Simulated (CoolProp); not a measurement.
Model: reference Helmholtz-energy equation of state, de Reuck 1993, in CoolProp.

For methanol, give the phase and the cp (kJ/(kg K)), cv (kJ/(kg K)), expansivity (1/kK), fugacity coefficient at 108.95 °C and 34.6 bar; 176.95 °C and 34.6 bar; 312.85 °C and 34.6 bar.


- 108.95 °C and 34.6 bar: liquid; cp 3.25, cv 2.63, expansivity 1.63, fugacity coefficient 0.129
- 176.95 °C and 34.6 bar: liquid; cp 4.36, cv 3.08, expansivity 3.43, fugacity coefficient 0.599
- 312.85 °C and 34.6 bar: gas; cp 2.53, cv 2.13, expansivity 2.33, fugacity coefficient 0.919
